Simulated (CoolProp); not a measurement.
Vapour-liquid equilibrium of acetone (1) + benzene (2) at 0.904 bar; x and y are mole fractions of (1).

Values from CoolProp's multi-fluid Helmholtz-energy mixture model, Lemmon 2006 and Thol 2012; pair parameters Bell 2016.

Q: Give the bubble temperature and the first vapour's composition at x = 0.275, 0.8, 0.95. Is there an azeotrope?

A: x = 0.275: 338.0 K, y = 0.481; x = 0.8: 328.3 K, y = 0.875; x = 0.95: 326.5 K, y = 0.968. No azeotrope shows between x = 0.05 and 0.95.

Pair parameters are fitted to limited data, so mixtures are less certain than the pure fluids.
